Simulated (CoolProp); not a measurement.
Dodecamethylcyclohexasiloxane (D6) at several states: Z from the reference equation and from simpler models built on Tc = 645.8 K, pc = 961.4 kPa, ω = 0.736; each cubic takes its own stable root.

The numbers come from the reference Helmholtz-energy equation of state, Colonna 2008 in CoolProp. It is a short technical equation, of lower accuracy than the large ones.

| T (K) | p (kPa) | phase | reference | van der Waals | Redlich-Kwong | Soave-Redlich-Kwong | Peng-Robinson |
|---|---|---|---|---|---|---|---|
| 473.9 | 125 | liquid | 0.01843 | 0.9133 | 0.02224 | 0.01988 | 0.01761 |
| 599.1 | 2980 | liquid | 0.4282 | 0.6191 | 0.4742 | 0.4532 | 0.4040 |
| 355.6 | 51.4 | liquid | 0.008547 | 0.01525 | 0.01031 | 0.009580 | 0.008535 |
| 582 | 255 | gas | 0.8262 | 0.8881 | 0.8653 | 0.8447 | 0.8342 |
| 539.9 | 545 | liquid | 0.07979 | 0.1361 | 0.09716 | 0.08599 | 0.07602 |

At some of these states van der Waals gives the other phase, because its saturation line lies elsewhere.
